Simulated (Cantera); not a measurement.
Feed: 1 mol FeS2, 0.38 mol H2S, 0.082 mol H2O, equilibrated at 3980 Torr.

Method: chemical equilibrium by Gibbs-energy minimisation in Cantera with the NASA 1993 tables (ideal gas, pure condensed phases). Candidate condensed phases: Fe, FeO, Fe(OH)2, Fe(OH)3, FeS, FeSO4, FeS2, Fe2O3, Fe2(SO4)3, Fe3O4, H2O, H2SO4, S; 22 gas species. FeS: taken at fixed stoichiometry. The numbers say what is thermodynamically allowed, not how fast it happens.

**Question.** Which condensed phases are stable at each of these points (T (°C)): 1075, 1125, 1175, 1225, 1275, 1325, 1375, 1425, 1475, 1525, 1575?

**Answer.** 
```
T (°C)  condensed phases  Fe condensed (%)
------  ----------------  ----------------
1075              FeS(s)             100.0
1125              FeS(s)             100.0
1175              FeS(s)             100.0
1225              FeS(l)             100.0
1275              FeS(l)             100.0
1325              FeS(l)             100.0
1375              FeS(l)             100.0
1425              FeS(l)             100.0
1475              FeS(l)             100.0
1525              FeS(l)             100.0
1575              FeS(l)             100.0
```

From 1075 °C to 1175 °C the condensed part is FeS(s). From 1225 °C to 1575 °C the condensed part is FeS(l).
